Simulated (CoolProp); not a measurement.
The numbers come from the reference Helmholtz-energy equation of state, Lemmon 2006 in CoolProp. It is a short technical equation, of lower accuracy than the large ones.

Problem. For R141b, give the phase and the density (kg/m³), cp (kJ/(kg K)), cv (kJ/(kg K)), viscosity (µPa s) at 500 K and 0.977 MPa.

Solution. 
- 500 K and 0.977 MPa: gas; density 29.5, cp 1.04, cv 0.937, viscosity 15.6

Viscosity comes from a separate model (Huber 2003), an estimate that may be off by 10 % or more.
